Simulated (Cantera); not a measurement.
What does this Cantera script print?

```python
import numpy as np
import cantera as ct

gas_names = [...]  # 113 gases of nasa_gas.yaml made of C, H, O, Ti
cond_names = """
    C(gr) C6H6(L) C7H8(L) C8H18(L),n-octa H2O(s) H2O(L) Ti(a) Ti(b) Ti(L) TiC(s) TiC(L) TiO(a) TiO(b)
    TiO(L) TiO2(ru) TiO2(L) Ti2O3(a) Ti2O3(b) Ti2O3(L) Ti3O5(a) Ti3O5(b) Ti3O5(L) Ti4O7(s) Ti4O7(L)
""".split()


# ... load() reads the species with a 1 bar reference pressure and builds the phases ...
atoms = {
    'Ti(OiPr)4': {'Ti': 1, 'C': 12, 'H': 28, 'O': 4},
    'H2O': {'H': 2, 'O': 1},
}
top_T = {'C(gr)': 4500}  # K; cautious upper limits of use, not melting points


# ... equilibrate(T, P, feed) seeds the gas with the atoms and calls Mixture.equilibrate('TP', solver="vcs", rtol=1e-11, max_steps=5000) ...
results = []
T = 1598  # K
P = 133.322  # Pa
for m in [3.6, 4.3, 5.1, 6.1, 7.3, 8.7, 10, 13, 15, 18]:
    feed = {'Ti(OiPr)4': 1, 'H2O': m}  # mol
    mix = equilibrate(T, P, feed)
    results.append((T, P, feed, dict(zip(mix.species_names, mix.species_moles))))

top = {s: max(r[3][s] / sum(r[3][g] for g in gas_names) for r in results) for s in gas_names}
cols = sorted((s for s in top if top[s] > 1e-06), key=lambda s: -top[s])[:7]
seen = [c for c in cond_names if any(r[3].get(c, 0) > 1e-12 for r in results)]
print("log10 of partial pressures in bar; condensed amounts in mol")
print(f"{'n(H2O)':>10s}" + "".join(f"{s[:9]:>10s}" for s in cols + seen))
for T, P, feed, n in results:
    ng = sum(n[g] for g in gas_names)
    print(f"{feed['H2O']:10.4g}" + "".join(f"{np.log10(max(n[s] / ng * P / 1e5, 1e-99)):10.3f}" for s in cols)
          + "".join(f"{n.get(c, 0):10.4g}" for c in seen))
```

Output:

```
log10 of partial pressures in bar; condensed amounts in mol
    n(H2O)        H2        CO       H2O       CO2         H C2H2,acet        OH     C(gr)    TiC(s)  TiO2(ru)  Ti2O3(b)  Ti3O5(b)  Ti4O7(s)
       3.6    -3.032    -3.396    -9.481   -10.322    -5.790    -7.601   -13.648     3.399         1         0         0         0         0
       4.3    -3.038    -3.381    -9.472   -10.292    -5.793    -7.608   -13.637     2.699         1         0         0         0         0
       5.1    -3.045    -3.367    -9.465   -10.263    -5.796    -7.615   -13.626     1.899         1         0         0         0         0
       6.1    -3.053    -3.351    -9.457   -10.232    -5.800    -7.622   -13.614    0.8989         1         0         0         0         0
       7.3    -3.058    -3.340    -7.468    -8.226    -5.803   -11.595   -11.622         0    0.8804         0    0.0598         0         0
       8.7    -3.056    -3.344    -7.467    -8.232    -5.802   -11.598   -11.623         0    0.3204         0    0.3398         0         0
        10    -3.056    -3.354    -5.077    -5.851    -5.802   -16.398    -9.232         0         0         0         0   0.05825    0.2063
        13    -3.079    -3.402    -4.053    -4.853    -5.813   -18.612    -8.197         0         0         1         0         0         0
        15    -3.096    -3.434    -3.851    -4.665    -5.822   -19.130    -7.987         0         0         1         0         0         0
        18    -3.121    -3.478    -3.675    -4.509    -5.834   -19.645    -7.798         0         0         1         0         0         0
```

Cantera equilibrium calculation (NASA polynomials, part measured and part estimated; ideal gas, pure solids and liquids). The feed counts by its element totals alone. Mutual solubility and eutectic melting of coexisting phases are not modelled. TiC: taken at fixed stoichiometry. Condensed phases not in the tables: Magnéli phases beyond Ti4O7.
